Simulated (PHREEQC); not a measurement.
## Copper plating or etch bath: an equilibrium model

A solution holds 0.0019 mol/kgw CuCl2, 0.035 mol/kgw H2SO4 and 0.0001 mol/kgw H3BO3, at 25 °C. Closed to the air; pH follows from the charge balance.

Model: ion-association model, phreeqc.dat, run in PHREEQC.

No solid was allowed to form.

Estimate the pH.

pH 1.40.

In which forms is Cu present?

Cu+2 69 %, CuSO4 31 % of the Cu.

Complexes and solids missing from the database can't appear.
